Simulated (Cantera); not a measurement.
Mixture: H2 : O2 : N2 = 1 : 0.385 : 1.92 (molar parts), equivalence ratio 1.3, at 10.0 bar, adiabatic and at constant volume. Ignition delay is the time to a rise of 400 K.

Computed with Cantera and the H2/O2 subset of GRI-Mech 3.0, which has no nitrogen chemistry. The hydrogen kinetics of GRI-Mech 3.0 are dated; newer H2 mechanisms differ, most at raised pressure. Where the delays flatten at high temperature, the 400 K rule measures the pace of heat release, not the induction time.

Predict: delay at 1075 K; delay at 1275 K; delay at 1475 K; delay at 1675 K; delay at 1875 K.


```json
{
  "delay at 1075 K": "1.49 ms",
  "delay at 1275 K": "8.07 µs",
  "delay at 1475 K": "1.85 µs",
  "delay at 1675 K": "0.969 µs",
  "delay at 1875 K": "0.651 µs"
}
```
